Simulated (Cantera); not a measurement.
Cantera run, input and output.

```python
import numpy as np
import cantera as ct

gas = ct.Solution("gri30.yaml")
gas.TPX = 1375, 100000, {'N2O': 1}
reactor = ct.IdealGasConstPressureReactor(gas, energy="off", clone=False)
net = ct.ReactorNet([reactor])
net.rtol, net.atol = 1e-08, 1e-18
show = ['N2O', 'N2', 'NO2', 'O', 'NO', 'O2']
times = np.geomspace(1e-06, 20, 15)

steps = ct.SolutionArray(gas, extra=["t"])
rows = []
print(f"{'t/s':>10s}{'T/K':>9s}{'P/Pa':>11s}" + "".join(f"{s:>11s}" for s in show))
for t in times:
    while net.time < t:
        t_next = net.step()
        steps.append(gas.state, t=t_next)
    rows.append([np.interp(t, steps.t, y) for y in (steps.T, steps.P, *steps(*show).X.T)])
    print(f"{t:10.3e}{rows[-1][0]:9.1f}{rows[-1][1]:11.4g}" + "".join(f"{x:11.3e}" for x in rows[-1][2:]))
rate = np.gradient(steps.T, steps.t)
print("integrator steps:", len(steps.t))
if steps.T.max() > steps.T[0] + 200:
    print(f"time of steepest temperature rise: {steps.t[rate.argmax()]:.4e} s")
gas.TPX = 1375, 100000, {'N2O': 1}
gas.equilibrate("TP")
print(f"equilibrium (TP): T = {gas.T:.1f} K  " + "  ".join(f"{s} {gas[s].X[0]:.3e}" for s in show))
```

Output:

```
       t/s      T/K       P/Pa        N2O         N2        NO2          O         NO         O2
 1.000e-06   1375.0      1e+05  1.000e+00  5.806e-06  9.321e-14  4.558e-06  2.538e-07  5.605e-07
 3.323e-06   1375.0      1e+05  1.000e+00  2.249e-05  7.530e-12  1.123e-05  2.290e-06  5.057e-06
 1.104e-05   1375.0      1e+05  9.998e-01  9.087e-05  3.195e-10  1.749e-05  1.493e-05  3.296e-05
 3.669e-05   1375.0      1e+05  9.994e-01  3.343e-04  5.895e-09  1.825e-05  6.429e-05  1.420e-04
 1.219e-04   1375.0      1e+05  9.981e-01  1.144e-03  7.346e-08  1.825e-05  2.290e-04  5.058e-04
 4.051e-04   1375.0      1e+05  9.937e-01  3.825e-03  7.899e-07  1.824e-05  7.734e-04  1.710e-03
 1.346e-03   1375.0      1e+05  9.792e-01  1.261e-02  7.172e-06  1.819e-05  2.552e-03  5.654e-03
 4.472e-03   1375.0      1e+05  9.331e-01  4.054e-02  4.558e-05  1.797e-05  8.164e-03  1.818e-02
 1.486e-02   1375.0      1e+05  8.005e-01  1.209e-01  1.761e-04  1.722e-05  2.406e-02  5.431e-02
 4.938e-02   1375.0      1e+05  5.109e-01  2.974e-01  4.517e-04  1.485e-05  5.706e-02  1.341e-01
 1.641e-01   1375.0      1e+05  1.651e-01  5.118e-01  7.289e-04  8.671e-06  8.930e-02  2.330e-01
 5.452e-01   1375.0      1e+05  1.350e-02  6.102e-01  8.125e-04  1.445e-06  9.462e-02  2.808e-01
 1.811e+00   1375.0      1e+05  1.721e-05  6.195e-01  8.880e-04  3.440e-07  9.410e-02  2.855e-01
 6.019e+00   1375.0      1e+05  2.652e-06  6.195e-01  8.872e-04  3.428e-07  9.398e-02  2.856e-01
 2.000e+01   1375.0      1e+05  2.630e-06  6.197e-01  8.838e-04  3.429e-07  9.358e-02  2.858e-01
integrator steps: 1030
equilibrium (TP): T = 1375.0 K  N2O 4.310e-08  N2 6.663e-01  NO2 7.452e-06  O 3.697e-07  NO 7.310e-04  O2 3.330e-01
```

Model: GRI-Mech 3.0 (53 species, 325 reactions), integrated in Cantera. GRI-Mech 3.0 was tuned for natural gas; its chemistry of N2O as a main component is partial and can be far from experiment. The mechanism lacks the step 2 NO + O2 → 2 NO2, which can matter for NO2 below about 1400 K. The temperature is held fixed by assumption; the heat of reaction is taken as removed at once.
